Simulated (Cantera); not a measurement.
Feed: 1 mol B, 7 mol H2, 1.6 mol N2, at 1398 K and 143 Torr.

Method: chemical equilibrium by Gibbs-energy minimisation in Cantera with the NASA 1993 tables (ideal gas, pure condensed phases). Candidate condensed phases: B, BN; 15 gas species. N2 is the only nitrogen source here; it is nearly inert below about 1500 K, so the nitride shown seldom forms there in practice. The numbers say what is thermodynamically allowed, not how fast it happens.

Base state: H2 0.864, N2 0.136, H 1.01e-5 (mole fractions); condensed: BN(s).

What changes in the equilibrium state with this change: B replaced by BF3?


```
species      before     after
----------  -------  --------
H2            0.864     0.716
N2            0.136     0.163
BF3               0    0.0949
HF                0    0.0257
BHF2              0  0.000990
BF2               0   7.87e-5
H           1.01e-5   9.18e-6
BN(s), mol     1.00    0.0788
```
The tables' values for BF2 are old estimates; treat these amounts as uncertain.
